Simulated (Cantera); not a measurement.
Gas-phase reforming

An isothermal, constant-pressure homogeneous reactor starts with CH₄ : CO₂ = 1 : 2 (molar parts), at 1825 K and 14.8 atm.

Computed with Cantera and GRI-Mech 3.0 (53 species, 325 reactions). The pressure lies above the range GRI-Mech 3.0 was tuned for (to about 10 atm).

| t (s) | x CH₄ | x CO₂ | x C₂H₂ | x CH₂ | x CO | x H₂O₂ |
|---|---|---|---|---|---|---|
| 2.00e-6 | 0.332 | 0.666 | 1.63e-7 | 8.21e-8 | 2.72e-5 | <1e-12 |
| 1.34e-5 | 0.323 | 0.665 | 9.03e-5 | 2.64e-7 | 0.000404 | <1e-12 |
| 8.94e-5 | 0.256 | 0.629 | 0.0131 | 3.00e-7 | 0.00990 | <1e-12 |
| 0.000598 | 0.115 | 0.452 | 0.0730 | 2.13e-7 | 0.111 | 7.89e-12 |
| 0.00400 | 0.0230 | 0.202 | 0.0837 | 2.44e-7 | 0.334 | 3.65e-11 |
| 0.0267 | 0.0150 | 0.109 | 0.0251 | 4.96e-8 | 0.474 | 1.06e-11 |
| 0.179 | 0.00231 | 0.0696 | 0.000393 | 2.78e-9 | 0.531 | 4.60e-12 |
| 1.20 | 2.85e-6 | 0.0674 | 8.47e-10 | 3.23e-12 | 0.533 | 4.42e-12 |
| 8.00 | 2.85e-6 | 0.0674 | 8.46e-10 | 3.23e-12 | 0.533 | 4.42e-12 |
x: mole fraction; the columns are a selection and need not sum to one.

Equilibrium at this temperature and pressure: CH₄ 3.03e-6, CO₂ 0.0674, C₂H₂ 9.26e-10, CH₂ 3.43e-12, CO 0.533, H₂O₂ 4.42e-12 (gas phase only).
